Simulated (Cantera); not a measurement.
Input (Python, Cantera) and output of one run.

```python
import numpy as np
import cantera as ct

gas_names = """
    CL CL2 H HCL H2 N NH NH2 NH3 N2 N2H2 N2H4 Si SiCL SiCL2 SiCL3 SiCL4 SiH SiHCL3 SiH2 SiH2CL2 SiH3
    SiH3CL SiH4 SiN Si2 Si2N Si3
""".split()
cond_names = """
    NH4CL(a) NH4CL(b) Si(cr) Si(L) Si3N4(a)
""".split()


# ... load() reads the species with a 1 bar reference pressure and builds the phases ...
atoms = {
    'SiH2Cl2': {'Si': 1, 'H': 2, 'CL': 2},
    'Cl2': {'CL': 2},
    'N2': {'N': 2},
}
top_T = {'Si3N4(a)': 2400}  # K; cautious upper limits of use, not melting points


# ... equilibrate(T, P, feed) seeds the gas with the atoms and calls Mixture.equilibrate('TP', solver="vcs", rtol=1e-11, max_steps=5000) ...
results = []
feed = {'SiH2Cl2': 1, 'Cl2': 0.37, 'N2': 8.3}  # mol
P = 42000  # Pa
for T in [1123, 1173, 1223, 1273, 1323, 1373, 1423, 1473, 1523, 1573, 1623]:
    mix = equilibrate(T, P, feed)
    results.append((T, P, feed, dict(zip(mix.species_names, mix.species_moles))))
    x = sorted(zip(gas.X, gas.species_names), reverse=True)
    print(f"T = {T:g} K  P = {P:g} Pa  gas = {mix.phase_moles(0):.4g} mol")
    print("   x: " + "  ".join(f"{s} {v:.3e}" for v, s in x if v > 1e-06))
    print("   condensed (mol): " + ("  ".join(f"{mix.phase(i).name} {mix.phase_moles(i):.4g}"
          for i in range(1, mix.n_phases) if mix.phase_moles(i) > 1e-12) or "none"))
```

Result:

```
T = 1123 K  P = 42000 Pa  gas = 9.882 mol
   x: N2 7.971e-01  HCL 1.297e-01  SiCL4 3.667e-02  H2 3.624e-02  SiHCL3 1.757e-04  SiCL3 1.010e-04  SiCL2 3.457e-06
   condensed (mol): Si3N4(a) 0.2116
T = 1173 K  P = 42000 Pa  gas = 9.884 mol
   x: N2 7.966e-01  HCL 1.319e-01  SiCL4 3.600e-02  H2 3.512e-02  SiHCL3 2.234e-04  SiCL3 2.121e-04  SiCL2 1.232e-05
   condensed (mol): Si3N4(a) 0.2133
T = 1223 K  P = 42000 Pa  gas = 9.887 mol
   x: N2 7.961e-01  HCL 1.338e-01  SiCL4 3.530e-02  H2 3.412e-02  SiCL3 4.177e-04  SiHCL3 2.779e-04  SiCL2 3.940e-05
   condensed (mol): Si3N4(a) 0.2146
T = 1273 K  P = 42000 Pa  gas = 9.89 mol
   x: N2 7.956e-01  HCL 1.354e-01  SiCL4 3.452e-02  H2 3.325e-02  SiCL3 7.765e-04  SiHCL3 3.388e-04  SiCL2 1.145e-04
   condensed (mol): Si3N4(a) 0.2155
T = 1323 K  P = 42000 Pa  gas = 9.896 mol
   x: N2 7.951e-01  HCL 1.367e-01  SiCL4 3.356e-02  H2 3.250e-02  SiCL3 1.368e-03  SiHCL3 4.047e-04  SiCL2 3.052e-04  CL 1.556e-06
   condensed (mol): Si3N4(a) 0.2158
T = 1373 K  P = 42000 Pa  gas = 9.904 mol
   x: N2 7.946e-01  HCL 1.377e-01  SiCL4 3.230e-02  H2 3.189e-02  SiCL3 2.290e-03  SiCL2 7.510e-04  SiHCL3 4.732e-04  CL 3.282e-06  SiH2CL2 1.026e-06
   condensed (mol): Si3N4(a) 0.2151
T = 1423 K  P = 42000 Pa  gas = 9.918 mol
   x: N2 7.939e-01  HCL 1.382e-01  H2 3.147e-02  SiCL4 3.053e-02  SiCL3 3.637e-03  SiCL2 1.714e-03  SiHCL3 5.400e-04  CL 6.539e-06  H 1.818e-06  SiH2CL2 1.456e-06
   condensed (mol): Si3N4(a) 0.2129
T = 1473 K  P = 42000 Pa  gas = 9.942 mol
   x: N2 7.930e-01  HCL 1.380e-01  H2 3.130e-02  SiCL4 2.805e-02  SiCL3 5.457e-03  SiCL2 3.632e-03  SiHCL3 5.979e-04  CL 1.234e-05  H 3.454e-06  SiH2CL2 1.998e-06
   condensed (mol): Si3N4(a) 0.2083
T = 1523 K  P = 42000 Pa  gas = 9.98 mol
   x: N2 7.916e-01  HCL 1.368e-01  H2 3.149e-02  SiCL4 2.464e-02  SiCL3 7.671e-03  SiCL2 7.132e-03  SiHCL3 6.367e-04  CL 2.206e-05  H 6.328e-06  SiH2CL2 2.648e-06
   condensed (mol): Si3N4(a) 0.2
T = 1573 K  P = 42000 Pa  gas = 10.04 mol
   x: N2 7.897e-01  HCL 1.342e-01  H2 3.218e-02  SiCL4 2.026e-02  SiCL2 1.291e-02  SiCL3 9.972e-03  SiHCL3 6.438e-04  CL 3.732e-05  H 1.125e-05  SiH2CL2 3.373e-06
   condensed (mol): Si3N4(a) 0.1868
T = 1623 K  P = 42000 Pa  gas = 10.11 mol
   x: N2 7.874e-01  HCL 1.300e-01  H2 3.356e-02  SiCL2 2.137e-02  SiCL4 1.522e-02  SiCL3 1.180e-02  SiHCL3 6.089e-04  CL 5.960e-05  H 1.954e-05  SiH2CL2 4.111e-06
   condensed (mol): Si3N4(a) 0.1681
```

These are equilibrium values from Cantera (NASA tables, ideal gas, pure condensed phases), not measurements of a reactor. N2 is the only nitrogen source here; it is nearly inert below about 1500 K, so the nitride shown seldom forms there in practice. The tables' values for SiCl3 are old estimates; treat these amounts as uncertain.
